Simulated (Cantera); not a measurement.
Input (Python, Cantera):

```python
import numpy as np
import cantera as ct

gas = ct.Solution("h2o2.yaml")
gas.TPX = 550, 110000, {'H2': 1, 'O2': 0.192, 'N2': 0.788, 'H2O': 0.082}
flame = ct.FreeFlame(gas, width=0.037)
flame.set_refine_criteria(ratio=3, slope=0.08, curve=0.16)
flame.transport_model = "mixture-averaged"
flame.solve(loglevel=0, auto=True)
z, T = flame.grid, flame.T
thick = (T[-1] - T[0]) / np.gradient(T, z).max()
show = ['H2', 'O2', 'HO2', 'H2O2', 'H', 'OH']
print(f"laminar burning velocity  {flame.velocity[0] * 100:.3f} cm/s")
print(f"burnt temperature         {T[-1]:.1f} K")
print(f"thermal thickness         {thick * 1e3:.4f} mm")
print(f"grid points               {len(z)}")
z0 = z[flame.heat_release_rate.argmax()]
print(f"{'z/mm':>9s}{'T/K':>9s}{'u/(m/s)':>9s}" + "".join(f"{s:>11s}" for s in show))
rows = []
for k in (-3, -2, -1.5, -1, -0.5, -0.25, 0, 0.25, 0.5, 1, 2, 4, 8):
    zz = z0 + k * thick
    rows.append([k * thick, np.interp(zz, z, T), np.interp(zz, z, flame.velocity),
                 *(np.interp(zz, z, flame.X[gas.species_index(s)]) for s in show)])
    print(f"{rows[-1][0] * 1e3:9.3f}{rows[-1][1]:9.1f}{rows[-1][2]:9.3f}" + "".join(f"{x:11.3e}" for x in rows[-1][3:]))
```

It prints:

```
laminar burning velocity  624.661 cm/s
burnt temperature         1946.7 K
thermal thickness         0.3899 mm
grid points               121
     z/mm      T/K  u/(m/s)         H2         O2        HO2       H2O2          H         OH
   -1.170    550.0    6.247  4.850e-01  9.311e-02  5.741e-12  2.165e-14  1.281e-15  2.277e-16
   -0.780    550.0    6.247  4.850e-01  9.311e-02  3.228e-10  1.233e-12  1.664e-13  2.138e-14
   -0.585    550.0    6.247  4.850e-01  9.311e-02  1.378e-08  5.494e-11  5.131e-11  1.677e-12
   -0.390    550.2    6.248  4.849e-01  9.313e-02  1.035e-06  5.151e-09  3.246e-08  2.876e-10
   -0.195    588.8    6.632  4.790e-01  9.299e-02  2.980e-04  8.284e-06  2.412e-04  7.461e-05
   -0.097    815.4    8.974  4.496e-01  8.600e-02  1.891e-04  1.313e-05  5.860e-03  4.434e-04
    0.000   1154.2   12.409  3.828e-01  5.942e-02  7.879e-05  1.836e-06  2.940e-02  9.851e-04
    0.097   1390.5   14.851  3.179e-01  2.165e-02  2.554e-05  6.433e-07  5.473e-02  1.688e-03
    0.195   1500.1   15.972  2.945e-01  5.270e-03  5.920e-06  3.466e-07  6.132e-02  1.720e-03
    0.390   1594.5   16.888  2.931e-01  3.959e-04  4.251e-07  2.204e-07  5.496e-02  1.746e-03
    0.780   1683.9   17.721  3.007e-01  7.540e-05  9.195e-08  1.459e-07  4.288e-02  1.704e-03
    1.560   1768.2   18.490  3.087e-01  4.094e-05  5.360e-08  8.117e-08  3.066e-02  1.482e-03
    3.119   1837.4   19.109  3.154e-01  1.960e-05  2.830e-08  3.925e-08  2.031e-02  1.136e-03
```

Model: the H2/O2 subset of GRI-Mech 3.0, which has no nitrogen chemistry, integrated in Cantera. Burning velocities carry a grid error of a few per cent, more on coarse grids.
